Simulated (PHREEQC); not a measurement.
Synthetic water in mg/L, 40 °C, pH 6.74, pe -1.1: Na 2.78; K 0.1; Ca 30.1; Mg 0.0871; Cl 32.4; S(6) as SO4 21.4; Alkalinity as HCO3 17.5; Ba 0.14; Zn 0.105; Si as SiO2 0.262; Sr 0.774.

Valence states are taken as typed.

Equilibrium calculation in PHREEQC: ion-association model, wateq4f.dat.

Precipitation was switched off in this run.

Order these Ba species by the share of Ba that they hold, largest first: Ba+2, BaSO4, BaHCO3+.

Ba+2 (94 %), BaSO4 (6.0 %), BaHCO3+ (0.33 %)

The pH is 6.74 and the ionic strength 0.00255 mol/kgw. Species that the database lacks are ignored. Away from 25 °C the constants follow the database's enthalpies or fits; those with neither stay at their 25 °C values.
